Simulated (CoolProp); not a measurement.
Carbon dioxide along the isotherm 317.2 K: Z from the reference equation and from simpler models built on Tc = 304.1 K, pc = 7377 kPa, ω = 0.224; each cubic takes its own stable root.

Computed with CoolProp (reference Helmholtz-energy equation of state, Span 1996).

```json
[
 {"p (kPa)": "233", "phase": "gas", "reference": "0.9905", "van der Waals": "0.9915", "Redlich-Kwong": "0.9904", "Soave-Redlich-Kwong": "0.9906", "Peng-Robinson": "0.9894"},
 {"p (kPa)": "342", "phase": "gas", "reference": "0.9861", "van der Waals": "0.9875", "Redlich-Kwong": "0.9859", "Soave-Redlich-Kwong": "0.9862", "Peng-Robinson": "0.9845"},
 {"p (kPa)": "503", "phase": "gas", "reference": "0.9794", "van der Waals": "0.9815", "Redlich-Kwong": "0.9792", "Soave-Redlich-Kwong": "0.9796", "Peng-Robinson": "0.9771"},
 {"p (kPa)": "738", "phase": "gas", "reference": "0.9696", "van der Waals": "0.9726", "Redlich-Kwong": "0.9693", "Soave-Redlich-Kwong": "0.9698", "Peng-Robinson": "0.9662"},
 {"p (kPa)": "1080", "phase": "gas", "reference": "0.9551", "van der Waals": "0.9595", "Redlich-Kwong": "0.9546", "Soave-Redlich-Kwong": "0.9555", "Peng-Robinson": "0.9502"},
 {"p (kPa)": "1590", "phase": "gas", "reference": "?", "van der Waals": "0.9393", "Redlich-Kwong": "0.9323", "Soave-Redlich-Kwong": "?", "Peng-Robinson": "0.9259"},
 {"p (kPa)": "2330", "phase": "gas", "reference": "0.8996", "van der Waals": "0.9087", "Redlich-Kwong": "0.8987", "Soave-Redlich-Kwong": "0.9008", "Peng-Robinson": "?"},
 {"p (kPa)": "3420", "phase": "gas", "reference": "0.8471", "van der Waals": "0.8600", "Redlich-Kwong": "0.8460", "Soave-Redlich-Kwong": "0.8494", "Peng-Robinson": "0.8335"},
 {"p (kPa)": "5030", "phase": "gas", "reference": "0.7604", "van der Waals": "0.7773", "Redlich-Kwong": "0.7590", "Soave-Redlich-Kwong": "0.7652", "Peng-Robinson": "0.7429"},
 {"p (kPa)": "7380", "phase": "supercritical", "reference": "?", "van der Waals": "0.6070", "Redlich-Kwong": "0.5943", "Soave-Redlich-Kwong": "0.6104", "Peng-Robinson": "?"},
 {"p (kPa)": "10800", "phase": "supercritical", "reference": "0.2971", "van der Waals": "0.3683", "Redlich-Kwong": "0.3363", "Soave-Redlich-Kwong": "?", "Peng-Robinson": "0.3289"},
 {"p (kPa)": "15900", "phase": "supercritical", "reference": "0.3467", "van der Waals": "0.4611", "Redlich-Kwong": "0.3905", "Soave-Redlich-Kwong": "?", "Peng-Robinson": "0.3625"},
 {"p (kPa)": "23300", "phase": "supercritical", "reference": "0.4584", "van der Waals": "0.6137", "Redlich-Kwong": "0.5028", "Soave-Redlich-Kwong": "0.5095", "Peng-Robinson": "0.4602"},
 {"p (kPa)": "34200", "phase": "supercritical", "reference": "0.6226", "van der Waals": "0.8351", "Redlich-Kwong": "0.6678", "Soave-Redlich-Kwong": "0.6737", "Peng-Robinson": "0.6072"},
 {"p (kPa)": "50300", "phase": "supercritical", "reference": "0.8560", "van der Waals": "1.151", "Redlich-Kwong": "0.9018", "Soave-Redlich-Kwong": "0.9071", "Peng-Robinson": "0.8170"},
 {"p (kPa)": "73800", "phase": "supercritical", "reference": "1.180", "van der Waals": "1.595", "Redlich-Kwong": "1.227", "Soave-Redlich-Kwong": "?", "Peng-Robinson": "1.110"}
]
```

**Question.** Complete the blanks.

**Answer.** 
- 1590, reference: 0.9330
- 1590, Soave-Redlich-Kwong: 0.9336
- 2330, Peng-Robinson: 0.8896
- 7380, reference: 0.5983
- 7380, Peng-Robinson: 0.5816
- 10800, Soave-Redlich-Kwong: 0.3562
- 15900, Soave-Redlich-Kwong: 0.3993
- 73800, Soave-Redlich-Kwong: 1.232
